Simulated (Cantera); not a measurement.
A perfectly stirred reactor is fed with 1.42 % CH₄, 94.5 % H₂, 4.06 % H, at 0.0444 atm; it is held at 1500 K, and followed from long to short residence time.

Detailed kinetics in Cantera: GRI-Mech 3.0 (53 species, 325 reactions). GRI-Mech 3.0 stops at C3 and has no aromatics, soot or wall deposition, so with more carbon than oxygen in the feed, carbon stays in small species such as C2H2 where larger ones or solid carbon would form. Radical loss at walls, strong at low pressure, is not modelled.

One state of this run: x CH₄ = 0.00962; x H₂ = 0.975; x H = 0.0117; x C₂H₂ = 0.00115; x C₂H = 2.61e-8; x C₂H₄ = 8.96e-5. x: mole fraction; the columns are a selection and need not sum to one.

Q: Which value of τ (s) does it belong to?
(A) 0.087
(B) 0.0038
(C) 0.0071
(D) 0.0020

A: D, 0.0020
